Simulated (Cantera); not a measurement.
Charge: 1 mol Pb, 0.54 mol CO, 54 mol H2, equilibrated at 1.90 mbar.

Cantera equilibrium calculation (NASA polynomials, part measured and part estimated; ideal gas, pure solids and liquids). Candidate condensed phases: C, C6H6, C7H8, C8H18, H2O, Pb, PbO, PbO2, Pb3O4; 113 gas species. Equilibrium is a limit: real reactors are often held back by kinetics, nucleation or transport.

**Question.** Which condensed phases are stable at each of these points (T (K)): 923, 973, 1023, 1073, 1123, 1173, 1223, 1273?

**Answer.** 
```csv
T (K),condensed phases,Pb condensed (%)
923,Pb(l),92.7
973,Pb(l),74.8
1023,Pb(l),22.4
1073,gas only,0.0
1123,gas only,0.0
1173,gas only,0.0
1223,gas only,0.0
1273,gas only,0.0
```

From 923 K to 1023 K the condensed part is Pb(l). From 1073 K to 1273 K nothing is condensed.
